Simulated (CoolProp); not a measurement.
n-decane along the isobar 0.817 MPa: Z from the reference equation and from simpler models built on Tc = 344.5 °C, pc = 2.101 MPa, ω = 0.488; each cubic takes its own stable root.

Computed with CoolProp (reference Helmholtz-energy equation of state, Lemmon 2006). It is a short technical equation, of lower accuracy than the large ones.

```
T (°C)   phase  reference
------  ------  ---------
39.25   liquid    0.06250
60.15   liquid    0.05994
81.05   liquid    0.05775
101.95  liquid    0.05589
122.85  liquid    0.05433
143.75  liquid    0.05304
164.55  liquid    0.05201
185.45  liquid    0.05123
```

### Question
How far does each simpler model (van der Waals, Redlich-Kwong, Soave-Redlich-Kwong, Peng-Robinson) lie from the reference over these 8 states: mean and median of the absolute difference, and the worst?

### Answer
- van der Waals: mean 85.5 %, median 85.2 %, worst +87.2 % at 39.25 °C and 0.817 MPa
- Redlich-Kwong: mean 26.9 %, median 26.6 %, worst +28.6 % at 185.45 °C and 0.817 MPa
- Soave-Redlich-Kwong: mean 19.4 %, median 19.0 %, worst +21.0 % at 39.25 °C and 0.817 MPa
- Peng-Robinson: mean 5.9 %, median 5.6 %, worst +7.7 % at 39.25 °C and 0.817 MPa
